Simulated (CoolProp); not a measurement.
Computed with CoolProp (reference Helmholtz-energy equation of state, Thol 2016).

### Question
Give the vapour pressure (MPa), enthalpy of vaporisation (kJ/kg), liquid conductivity (mW/(m K)) of saturated R1234ze(E) at 327.4, 344.3 K.

### Answer
| T (K) | p (MPa) | enthalpy of vaporisation (kJ/kg) | liquid conductivity (mW/(m K)) |
|---|---|---|---|
| 327.4 | 1.11 | 141 | 64.6 |
| 344.3 | 1.65 | 122 | 59.4 |

Thermal conductivity comes from a separate model (Perkins 2011).
